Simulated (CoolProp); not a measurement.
Computed with CoolProp (reference Helmholtz-energy equation of state, Lemmon 2006). It is a short technical equation, of lower accuracy than the large ones.

Q: For carbonyl sulfide, give the phase and the speed of sound (m/s), Joule-Thomson coefficient (K/MPa) at -11.75 °C and 1.01 bar; 52.95 °C and 1.01 bar.

A: 
- -11.75 °C and 1.01 bar: gas; speed of sound 212, Joule-Thomson coefficient 28.5
- 52.95 °C and 1.01 bar: gas; speed of sound 235, Joule-Thomson coefficient 16.1
